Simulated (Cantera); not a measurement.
Charge: 1 mol FeS, 2.1 mol SO₂, 0.68 mol H₂O, 0.52 mol SO₃, held at 1 atm.

Cantera equilibrium calculation (NASA polynomials, part measured and part estimated; ideal gas, pure solids and liquids). Candidate condensed phases: Fe, FeO, Fe(OH)₂, Fe(OH)₃, FeS, FeSO₄, FeS₂, Fe₂O₃, Fe₂(SO₄)₃, Fe₃O₄, H₂O, H₂SO₄, S; 22 gas species. Metal and sulfide melt together well below either melting point, which pure phases cannot show. Mutual solubility and eutectic melting of coexisting phases are not modelled. The tables' stoichiometric FeO is somewhat more stable than real wüstite, so its field is too wide. FeO, FeS: taken at fixed stoichiometry. Gases not in the tables: S₃ to S₇. Equilibrium is a limit: real reactors are often held back by kinetics, nucleation or transport.

x: gas mole fraction; n: condensed amount in mol.

```
T (K)  x SO₂  x H₂O    x S₂      x SO      x H₂  n FeS(s)  n Fe₃O₄(s)  n FeO(s)  n FeS(l)  n FeO(l)
-----  -----  -----  ------  --------  --------  --------  ----------  --------  --------  --------
948    0.786  0.192  0.0155   9.22e-6  0.000147     0.758         [?]         0         0         0
1023   0.779  0.191  0.0223   3.11e-5  0.000300     0.727         [?]         0         0         0
1098   0.770  0.190  0.0304   8.88e-5  0.000557     0.690         [?]         0         0         0
1173   0.760  0.189  0.0397  0.000221  0.000959     0.647         [?]         0         0         0
1248   0.750  0.188  0.0502  0.000492   0.00155     0.599         [?]         0         0         0
1323   0.738  0.186  0.0614  0.000996   0.00237     0.547         [?]         0         0         0
1398   0.725  0.184  0.0732   0.00187   0.00346     0.492         [?]         0         0         0
1473   0.707  0.178  0.0929   0.00333   0.00487         0           0     0.677     0.323         0
1548   0.689  0.174   0.110   0.00553   0.00664         0           0     0.771     0.229         0
1623   0.669  0.170   0.127   0.00874   0.00877         0           0     0.871     0.129         0
1698   0.643  0.165   0.149    0.0133    0.0114         0           0         0         0     1.000
1773   0.640  0.163   0.147    0.0189    0.0138         0           0         0         0     1.000
1848   0.636  0.160   0.144    0.0262    0.0164         0           0         0         0     1.000
```

Task: What belongs in the gaps?

Result: 
- 948, n Fe₃O₄(s): 0.0807
- 1023, n Fe₃O₄(s): 0.0911
- 1098, n Fe₃O₄(s): 0.103
- 1173, n Fe₃O₄(s): 0.118
- 1248, n Fe₃O₄(s): 0.134
- 1323, n Fe₃O₄(s): 0.151
- 1398, n Fe₃O₄(s): 0.169
